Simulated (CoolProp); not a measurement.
Hexamethyldisiloxane (MM) at several states: density (kg/m³) from the reference equation and from simpler models built on Tc = 518.7 K, pc = 1.931 MPa, ω = 0.418; each cubic takes its own stable root.

Values from CoolProp's reference Helmholtz-energy equation of state, Thol 2016.

```csv
T (K),p (MPa),phase,reference
602,0.0111,gas,0.3605
238,0.321,liquid,821.8
227.5,0.0363,liquid,832.2
393.8,0.0251,gas,1.260
445.4,0.0424,gas,1.885
468.4,0.359,gas,16.69
```

Q: How far does each simpler model (van der Waals, Redlich-Kwong, Soave-Redlich-Kwong) lie from the reference over these 6 states: mean and median of the absolute difference, and the worst?

A: 
- van der Waals: mean 14.2 %, median 1.7 %, worst -40.8 % at 227.5 K and 0.0363 MPa
- Redlich-Kwong: mean 4.2 %, median 0.8 %, worst -11.9 % at 227.5 K and 0.0363 MPa
- Soave-Redlich-Kwong: mean 3.1 %, median 0.4 %, worst -9.2 % at 227.5 K and 0.0363 MPa
